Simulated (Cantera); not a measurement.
An adiabatic, constant-pressure homogeneous reactor starts with CH₄ : O₂ : N₂ = 1 : 3.08 : 11.6 (molar parts), at 1650 K and 15.0 bar.

Cantera simulation using GRI-Mech 3.0 (53 species, 325 reactions); the numbers are that mechanism's predictions, not measurements. The pressure lies above the range GRI-Mech 3.0 was tuned for (to about 10 atm).

One state of this run: T (K) = 1658; x CH₄ = 0.0614; x O₂ = 0.195; x H₂ = 0.000344; x CH₂CO = 8.99e-7; x OH = 7.11e-6. x: mole fraction; the columns are a selection and need not sum to one.

Q: Which value of t (s) does it belong to?
A. 1.62e-5
B. 4.62e-5
C. 2.00e-6
D. 0.0247

A: A, 1.62e-5
